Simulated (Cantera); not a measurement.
A perfectly stirred reactor is fed with 75.2 % NO, 24.8 % N2, at 1.00 bar; it is held at 1748 K, and followed from long to short residence time.

Detailed kinetics in Cantera: GRI-Mech 3.0 (53 species, 325 reactions).

Problem. Predict: x(NO) at τ = 1.90 s; x(O) at τ = 1.90 s; x(NO2) at τ = 1.90 s; x(O2) at τ = 1.90 s; x(N2) at τ = 1.90 s; x(NO) at τ = 36.0 ms; x(O) at τ = 36.0 ms; x(NO2) at τ = 36.0 ms; x(O2) at τ = 36.0 ms; x(N2) at τ = 36.0 ms.

Solution. 
- x(NO) at τ = 1.90 s: 0.563
- x(O) at τ = 1.90 s: 2.36e-5
- x(NO2) at τ = 1.90 s: 0.00107
- x(O2) at τ = 1.90 s: 0.0935
- x(N2) at τ = 1.90 s: 0.342
- x(NO) at τ = 36.0 ms: 0.746
- x(O) at τ = 36.0 ms: 7.72e-6
- x(NO2) at τ = 36.0 ms: 0.000427
- x(O2) at τ = 36.0 ms: 0.00261
- x(N2) at τ = 36.0 ms: 0.251
